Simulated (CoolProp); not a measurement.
A closed Brayton cycle with carbon dioxide: compressor inlet 311.15 K and 9.4 MPa, high pressure 29.9 MPa, turbine inlet 790 K, compressor efficiency 0.89, turbine efficiency 0.93, recuperator effectiveness 0.8 (on enthalpy, no pinch check). Each further row changes one setting.

Values from CoolProp's reference Helmholtz-energy equation of state, Span 1996.

```csv
case,thermal efficiency (%),net work (kJ/kg),compressor to turbine work,compressor exit (K),turbine exit (K)
as stated,32.9,115,0.22,349.6,651.1
turbine inlet 740 K,…,104,…,349.6,…
compressor inlet 321.15 K,32.1,98.8,0.33,…,651.1
high pressure 25.4 MPa,30.9,…,…,…,670.1
recuperator effectiveness 0.5,…,115,0.22,349.6,651.1
```

Question: Fill in the missing entries.

Answer: 
- turbine inlet 740 K, thermal efficiency (%): 31.7
- turbine inlet 740 K, compressor to turbine work: 0.24
- turbine inlet 740 K, turbine exit (K): 606.2
- compressor inlet 321.15 K, compressor exit (K): 398.0
- high pressure 25.4 MPa, net work (kJ/kg): 102
- high pressure 25.4 MPa, compressor to turbine work: 0.20
- high pressure 25.4 MPa, compressor exit (K): 343.3
- recuperator effectiveness 0.5, thermal efficiency (%): 25.0
